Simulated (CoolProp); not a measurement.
Model: reference Helmholtz-energy equation of state, Thol 2016, in CoolProp.

### Question
For R1234ze(E), give the phase and the cp (kJ/(kg K)), cv (kJ/(kg K)), conductivity (mW/(m K)) at 420 K and 2.6 bar; 420 K and 14.3 bar.

### Answer
- 420 K and 2.6 bar: gas; cp 1.07, cv 0.986, conductivity 23.9
- 420 K and 14.3 bar: gas; cp 1.13, cv 1.01, conductivity 24.7

Thermal conductivity comes from a separate model (Perkins 2011).
